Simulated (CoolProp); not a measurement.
Vapour-liquid equilibrium of hydrogen chloride (1) + propane (2) at 270.3 K; x and y are mole fractions of (1).

Model: multi-fluid Helmholtz-energy mixture model, Thol 2018 and Lemmon 2009; pair parameters Bell 2016, in CoolProp.

Question: Give the bubble pressure and the first vapour's composition at x = 0.05, 0.2, 0.35. Is there an azeotrope?

Answer: x = 0.05: 0.6182 MPa, y = 0.300; x = 0.2: 1.095 MPa, y = 0.624; x = 0.35: 1.455 MPa, y = 0.738. No azeotrope shows between x = 0.05 and 0.95.

The pair parameters rest on a limited set of measurements; away from them the model extrapolates.
